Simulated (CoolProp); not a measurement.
Vapour-liquid equilibrium of n-hexane (1) + dimethyl carbonate (2) at 0.239 MPa; x and y are mole fractions of (1).

Model: multi-fluid Helmholtz-energy mixture model, Thol 2019 and Zhou 2011; pair parameters Bell 2016, in CoolProp.

| x | bubble temperature (°C) | y at the bubble point | dew temperature at overall composition x (°C) | liquid density (mol/L) |
|---|---|---|---|---|
| 0.05 | 112.3 | ___ | ___ | 10.15 |
| 0.2 | 101.6 | 0.475 | 112.7 | 9.494 |
| 0.35 | ___ | 0.571 | 106.8 | 8.837 |
| 0.5 | 96.1 | 0.629 | 100.5 | 8.246 |
| 0.65 | 95.3 | 0.687 | 95.7 | 7.733 |
| 0.8 | 95.4 | 0.770 | ___ | 7.287 |
| 0.95 | 97.3 | 0.920 | 97.9 | 6.886 |

### Question
Some entries are withheld; supply them.

### Answer

- 0.05, y at the bubble point: 0.209
- 0.05, dew temperature at overall composition x (°C): 118.0
- 0.35, bubble temperature (°C): 97.8
- 0.8, dew temperature at overall composition x (°C): 95.6

y crosses x between x = 0.65 and 0.8: the model has an azeotrope there.

Pair parameters are fitted to limited data, so mixtures are less certain than the pure fluids.
